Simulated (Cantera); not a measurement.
**Silicon epitaxy and polysilicon growth: SiH4 + H2**

Input: 1 mol SiH4, 59 mol H2, held at 975 °C and 13.3 mbar.

Cantera equilibrium calculation (NASA polynomials, part measured and part estimated; ideal gas, pure solids and liquids). Candidate condensed phases: Si; 9 gas species. Rates play no part.

```json
{
  "x(H2)": "1.000",
  "x(H)": "4.04e-6",
  "n(Si(s))": "1.000 mol",
  "gas_amount": "61.00 mol"
}
```
